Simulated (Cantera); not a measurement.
Mixture: 14.5 % CH4, 1.88 % CO, 17.5 % O2, 66.1 % N2, at 3.30 bar, adiabatic and at constant pressure. Ignition delay is the time to a rise of 400 K.

Detailed kinetics in Cantera: GRI-Mech 3.0 (53 species, 325 reactions).

### Question
Predict: delay at 1125 K; delay at 1175 K; delay at 1225 K; delay at 1275 K; delay at 1325 K; delay at 1375 K; delay at 1425 K; apparent activation energy between 1325 and 1425 K.

### Answer
| Property | Value |
|---|---|
| delay at 1125 K | 74.0 ms |
| delay at 1175 K | 35.3 ms |
| delay at 1225 K | 17.5 ms |
| delay at 1275 K | 8.99 ms |
| delay at 1325 K | 4.76 ms |
| delay at 1375 K | 2.60 ms |
| delay at 1425 K | 1.45 ms |
| apparent activation energy between 1325 and 1425 K | 190 kJ/mol |
